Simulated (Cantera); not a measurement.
What does this Cantera script print?

```python
import numpy as np
import cantera as ct

gas_names = """
    H HO2 H2 H2O H2O2 Hg O OH O2 O3
""".split()
cond_names = """
    H2O(s) H2O(L) Hg(cr) Hg(L) HgO(s)
""".split()


# ... load() reads the species with a 1 bar reference pressure and builds the phases ...
atoms = {
    'HgO': {'Hg': 1, 'O': 1},
    'H2': {'H': 2},
}
top_T = {}  # K; cautious upper limits of use, not melting points


# ... equilibrate(T, P, feed) seeds the gas with the atoms and calls Mixture.equilibrate('TP', solver="vcs", rtol=1e-11, max_steps=5000) ...
results = []
feed = {'HgO': 1, 'H2': 0.38}  # mol
T = 1275  # K
P = 101325  # Pa
mix = equilibrate(T, P, feed)
results.append((T, P, feed, dict(zip(mix.species_names, mix.species_moles))))
print(gas.report(threshold=0.001))
for i in range(1, mix.n_phases):
    print(f"{mix.phase(i).name:16s} {mix.phase_moles(i):12.5e} mol")
```

Output:

```
       temperature   1275 K
          pressure   1.0132e+05 Pa
           density   1.2293 kg/m^3
  mean mol. weight   128.61 kg/kmol
   phase of matter   gas

                          1 kg             1 kmol
                     ---------------   ---------------
          enthalpy             65490        8.4229e+06  J
   internal energy            -16935       -2.1781e+06  J
           entropy            1789.8        2.3019e+05  J/K
    Gibbs function       -2.2165e+06       -2.8507e+08  J
 heat capacity c_p            225.11             28952  J/K
 heat capacity c_v            160.46             20638  J/K

                      mass frac. Y      mole frac. X     chem. pot. / RT
                     ---------------   ---------------   ---------------
               H2O          0.031494           0.22485           -49.969
                Hg           0.92287           0.59171           -17.483
                O2          0.045636           0.18343           -28.953
     [   +7 minor]        1.5106e-06         1.141e-05

Hg(L)             0.00000e+00 mol
```

Equilibrium computed with Cantera from the NASA thermochemical tables; the gas is ideal and each condensed phase is pure.
